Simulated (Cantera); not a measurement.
Input: 1 mol S, 2.8 mol O₂, 0.67 mol N₂, at 1330 Pa.

Equilibrium computed with Cantera from the NASA thermochemical tables; the gas is ideal and each condensed phase is pure. Candidate condensed phases: S; 17 gas species. Equilibrium is a limit: real reactors are often held back by kinetics, nucleation or transport. All values below are at 1027 °C.

Base state: O₂ 0.518, SO₂ 0.286, N₂ 0.193, SO₃ 0.00290, NO 0.000308 (mole fractions); condensed: gas only.

Task: What changes in the equilibrium state with this change: O₂ from 2.8 to 0.042 mol?

Result: 
```json
[
 {"species": "N₂", "before": "0.193", "after": "0.563"},
 {"species": "S₂", "before": "<1e-9", "after": "0.401"},
 {"species": "SO₂", "before": "0.286", "after": "0.0340"},
 {"species": "O₂", "before": "0.518", "after": "<1e-9"},
 {"species": "SO₃", "before": "0.00290", "after": "1.44e-9"},
 {"species": "S₂O", "before": "<1e-9", "after": "0.00165"}
]
```
